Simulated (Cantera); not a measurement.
Input: 1 mol Fe, 11 mol NH3, 18 mol H2, 1.4 mol O2, equilibrated at 120 Torr.

Method: chemical equilibrium by Gibbs-energy minimisation in Cantera with the NASA 1993 tables (ideal gas, pure condensed phases). Candidate condensed phases: Fe, FeO, Fe(OH)2, Fe(OH)3, Fe2O3, Fe3O4, H2O; 27 gas species. The numbers say what is thermodynamically allowed, not how fast it happens.

### Question
At 1525 K, list the 4 most abundant gas species with their mole fractions, and the condensed phases.

### Answer
H2 0.792, N2 0.137, H2O 0.0700, H 5.26e-5. Condensed: Fe(γ).
